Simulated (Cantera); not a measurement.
An adiabatic, constant-volume homogeneous reactor starts with 4.35 % C3H8, 23.9 % O2, 71.8 % N2, at 1348 K and 0.310 bar.

Model: GRI-Mech 3.0 (53 species, 325 reactions), integrated in Cantera. GRI-Mech 3.0 was tuned for natural gas; its chemistry of propane as a main component is partial and can be far from experiment.

One state of this run: T (K) = 2581; P (bar) = 0.675; x C3H8 = <1e-12; x O2 = 0.0488; x NO = 0.000141; x C2H4 = <1e-12; x O = 0.0239; x H2O2 = 1.16e-7. x: mole fraction; the columns are a selection and need not sum to one.

Q: Which value of t (s) does it belong to?
A) 4.68e-5
B) 0.00288
C) 0.000729
D) 0.700

A: C, 0.000729
